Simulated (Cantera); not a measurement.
An adiabatic, constant-volume homogeneous reactor starts with CO : H₂ : O₂ : N₂ = 1 : 0.42 : 2.09 : 7.85 (molar parts), at 1700 K and 2.17 atm. Integrator tolerance rtol = 1e-08.

Cantera simulation using GRI-Mech 3.0 (53 species, 325 reactions); the numbers are that mechanism's predictions, not measurements. The hydrogen kinetics of GRI-Mech 3.0 are dated; newer H2 mechanisms differ, most at raised pressure.

```
quantity                                                              before                                      after
---------------------------------  -----------------------------------------  -----------------------------------------
time of steepest temperature rise                                    7.52 µs                                    11.7 µs
temperature at 0.100 s                                                2610 K                                     2371 K
equilibrium temperature                                               2610 K                                     2370 K
x(CO) at 0.100 s                     0.00885 (gas-phase equilibrium 0.00885)    0.00217 (gas-phase equilibrium 0.00216)
x(H₂) at 0.100 s                   0.000557 (gas-phase equilibrium 0.000557)  0.000152 (gas-phase equilibrium 0.000152)
x(O₂) at 0.100 s                         0.119 (gas-phase equilibrium 0.119)      0.0763 (gas-phase equilibrium 0.0762)
x(H) at 0.100 s                    0.000533 (gas-phase equilibrium 0.000533)    9.99e-5 (gas-phase equilibrium 9.97e-5)
x(N₂O) at 0.100 s                    1.90e-6 (gas-phase equilibrium 1.90e-6)    1.09e-6 (gas-phase equilibrium 1.09e-6)
```

Q: What was changed between the two runs?
(A) initial temperature 1700 to 1675 K
(B) initial temperature 1700 to 1348 K
(C) constant pressure in place of constant volume
(D) N2 7.85 to 14 parts

A: D, N2 7.85 to 14 parts
